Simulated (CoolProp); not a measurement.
Model: reference Helmholtz-energy equation of state, Lemmon 2006, in CoolProp. It is a short technical equation, of lower accuracy than the large ones.

Task: Give the vapour pressure (MPa), vapour Z, surface tension (mN/m), liquid viscosity (µPa s) of saturated C2F6 (R116) at -70.35, -60.15 °C.

Result: 
```json
[
 {"T (°C)": "-70.35", "p (MPa)": "0.151", "vapour Z": "0.940", "surface tension (mN/m)": "10.0", "liquid viscosity (µPa s)": "368"},
 {"T (°C)": "-60.15", "p (MPa)": "0.242", "vapour Z": "0.917", "surface tension (mN/m)": "8.64", "liquid viscosity (µPa s)": "308"}
]
```

Viscosity comes from a separate model (Huber 2003), an estimate that may be off by 10 % or more. Surface tension comes from a separate correlation (Mulero 2012).
